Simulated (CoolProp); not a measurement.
Vapour-liquid equilibrium of R22 (1) + R114 (2) at 973 kPa; x and y are mole fractions of (1).

The numbers come from the multi-fluid Helmholtz-energy mixture model, Kamei 1995 and Platzer 1990; pair parameters Bell 2016 in CoolProp. This equation is an older, rougher fit; its heat capacities, sound speeds and derivatives of the liquid may be far off and weren't checked against measurements.

**Question.** Give the bubble temperature and the first vapour's composition at x = 0.15, 0.45, 0.75. Is there an azeotrope?

**Answer.** x = 0.15: 335.1 K, y = 0.407; x = 0.45: 314.6 K, y = 0.733; x = 0.75: 303.1 K, y = 0.895. No azeotrope shows between x = 0.05 and 0.95.

Pair parameters are fitted to limited data, so mixtures are less certain than the pure fluids.
